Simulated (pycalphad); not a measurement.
An equivalent pycalphad script:

```python
from pycalphad import Database, equilibrium, calculate, variables as v
import numpy as np
db = Database('COST507.tdb')
comps = ['SN', 'SI', 'VA']
phases = ['BCT_A5', 'DIAMOND_A4', 'LIQUID']
eq = equilibrium(db, comps, phases, {v.X('SI'): 0.1435, v.T: np.arange(2350, 499, -50), v.P: 101325, v.N: 1}, output=['HM', 'SM'])
```

Source of the numbers: pycalphad with the COST 507 light-alloy database (1999); pressure 1 atm. The database dates from 1999; later assessments differ in places, in temperatures and in the compounds included. Amounts are mole fractions of atoms.

Results at three of the temperatures:

```
T = 2150.00 K, P = 101325 Pa, N = 1 mol of atoms
G = -192928 J/mol, H = 68595 J/mol, S = 121.64 J/(mol K)  (SER reference)
chemical potentials (J/mol): Sn -203648, Si -128948
phase             fraction      x(Sn)      x(Si)
LIQUID              1.0000     0.8565     0.1435
```

```
T = 2000.00 K, P = 101325 Pa, N = 1 mol of atoms
G = -174834 J/mol, H = 64355 J/mol, S = 119.59 J/(mol K)  (SER reference)
chemical potentials (J/mol): Sn -185370, Si -111950
phase             fraction      x(Sn)      x(Si)
LIQUID              1.0000     0.8565     0.1435
```

```
T = 650.00 K, P = 101325 Pa, N = 1 mol of atoms
G = -36242 J/mol, H = 15887 J/mol, S = 80.20 J/(mol K)  (SER reference)
chemical potentials (J/mol): Sn -39698, Si -15618
phase             fraction      x(Sn)      x(Si)
LIQUID              0.8565     1.0000   2.26e-05
DIAMOND_A4          0.1435   3.42e-07     1.0000
```

Changes of the phase set, refined by bisection:

```json
[
 {"T (°C)": "1212.1", "phases above": "LIQUID", "phases below": "DIAMOND_A4 + LIQUID"},
 {"T (°C)": "231.9", "phases above": "DIAMOND_A4 + LIQUID", "phases below": "BCT_A5 + DIAMOND_A4"}
]
```

DIAMOND_A4 is diamond (Si); BCT_A5 is bct (Sn).
